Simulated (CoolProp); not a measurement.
Saturated liquid density (kg/m³) of dodecamethylcyclohexasiloxane (D6): the reference equation beside estimates from Tc = 372.6 °C, pc = 0.9614 MPa, ω = 0.736. Rackett uses Z = 0.29056 − 0.08775 ω.

The numbers come from the reference Helmholtz-energy equation of state, Colonna 2008 in CoolProp. It is a short technical equation, of lower accuracy than the large ones.

```json
[
 {"T (°C)": "200.85", "reference": "765.2", "Rackett": "976.5", "van der Waals": "440.8", "Redlich-Kwong": "634.4"},
 {"T (°C)": "218.05", "reference": "742.6", "Rackett": "947.4", "van der Waals": "429.2", "Redlich-Kwong": "613.6"},
 {"T (°C)": "235.25", "reference": "718.9", "Rackett": "916.9", "van der Waals": "416.8", "Redlich-Kwong": "591.4"},
 {"T (°C)": "252.35", "reference": "694.0", "Rackett": "884.8", "van der Waals": "403.7", "Redlich-Kwong": "567.7"},
 {"T (°C)": "269.55", "reference": "667.1", "Rackett": "850.3", "van der Waals": "389.4", "Redlich-Kwong": "541.9"},
 {"T (°C)": "286.75", "reference": "637.7", "Rackett": "813.1", "van der Waals": "373.8", "Redlich-Kwong": "513.9"},
 {"T (°C)": "303.85", "reference": "605.1", "Rackett": "772.4", "van der Waals": "356.6", "Redlich-Kwong": "483.1"},
 {"T (°C)": "321.05", "reference": "567.4", "Rackett": "726.0", "van der Waals": "337.0", "Redlich-Kwong": "448.2"},
 {"T (°C)": "338.25", "reference": "522.0", "Rackett": "670.8", "van der Waals": "313.7", "Redlich-Kwong": "407.2"}
]
```

Absolute difference from the reference over all 9 rows, mean and median: Rackett 27.7 and 27.6 %, van der Waals 41.4 and 41.6 %, Redlich-Kwong 19.1 and 18.8 %.
